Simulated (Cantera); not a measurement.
Mixture: 5.04 % CH4, 0.388 % H2, 13.4 % O2, 81.2 % N2, at 2.07 atm, adiabatic and at constant pressure. Ignition delay is the time to a rise of 400 K.

Detailed kinetics in Cantera: GRI-Mech 3.0 (53 species, 325 reactions). Below about 1000 K GRI-Mech 3.0 lacks low-temperature oxidation paths. Below about 950 K walls govern HO2 and H2O2 in real vessels.

**Question.** Predict: delay at 900 K; delay at 1000 K; delay at 1100 K; delay at 1200 K; delay at 1300 K; delay at 1400 K; apparent activation energy between 1200 and 1400 K.

**Answer.** delay at 900 K: 0.749 s
delay at 1000 K: 0.126 s
delay at 1100 K: 42.9 ms
delay at 1200 K: 14.5 ms
delay at 1300 K: 4.83 ms
delay at 1400 K: 1.68 ms
apparent activation energy between 1200 and 1400 K: 150 kJ/mol
